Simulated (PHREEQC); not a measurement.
Consider water at 25 °C with 0.25 mol HF, 0.011 mol NH4F and 7.2e-05 mol H2SiF6 per kg of water. Closed to the air; pH follows from the charge balance.

Equilibrium calculation in PHREEQC: ion-association model, phreeqc.dat.

Precipitation was switched off in this run.

Q: Predict the pH, ionic strength.

A: pH 1.89; ionic strength 0.0257 mol/kgw.

Q: In which forms is F present?

A: HF 86 %, HF2- 9.0 %, F- 5.2 % of the F.

Species that the database lacks are ignored. SiF6-2 is the database's only silicon fluoride.
